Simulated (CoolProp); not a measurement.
Saturation properties of hydrogen chloride (Tc = 324.7 K, pc = 8.314 MPa, ω = 0.130).

Computed with CoolProp (reference Helmholtz-energy equation of state, Thol 2018).

| T (K) | p (MPa) | vapour density (kg/m³) | enthalpy of vaporisation (kJ/kg) |
|---|---|---|---|
| 165.2 | 0.02245 | 0.6022 | ___ |
| 171.8 | ___ | 0.9388 | 460.4 |
| 178.3 | ___ | 1.402 | 454.0 |
| 184.9 | 0.08385 | 2.042 | 447.2 |
| 191.4 | 0.1213 | 2.875 | 440.3 |
| 197.9 | ___ | 3.951 | 433.1 |
| 204.5 | 0.2360 | 5.341 | 425.4 |
| 211 | 0.3177 | 7.052 | 417.4 |
| 217.6 | 0.4213 | ___ | 408.9 |

Q: Some entries are withheld; supply them.

A: 
- 165.2, enthalpy of vaporisation (kJ/kg): 466.7
- 171.8, p (MPa): 0.03625
- 178.3, p (MPa): 0.05590
- 197.9, p (MPa): 0.1708
- 217.6, vapour density (kg/m³): 9.194

It boils at 188.2 K under 1 atm.
